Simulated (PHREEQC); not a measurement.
**Nickel, zinc or cadmium bath: speciation**

Dissolve 0.0036 mol ZnSO4, 0.0002 mol KCl and 0.0033 mol MnSO4 per kg of water at 25 °C. Closed to the air; pH follows from the charge balance.

Computed with PHREEQC (ion-association model, phreeqc.dat).

- pH: 5.93
- ionic strength: 0.0205 mol/kgw
- specific conductance: 1140 µS/cm

```tsv
species	molality	activity	log γ
SO4-2	0.00503	0.00292	-0.237
Zn+2	0.00255	0.00148	-0.237
Mn+2	0.00253	0.00150	-0.228
ZnSO4	0.00101	0.00101	0.002
MnSO4	0.000772	0.000775	0.002
Cl-	0.000198	0.000172	-0.062
K+	0.000196	0.000170	-0.062
Zn(SO4)2-2	4.19e-5	2.39e-5	-0.243
```

Precipitation was switched off in this run. Species that the database lacks are ignored.
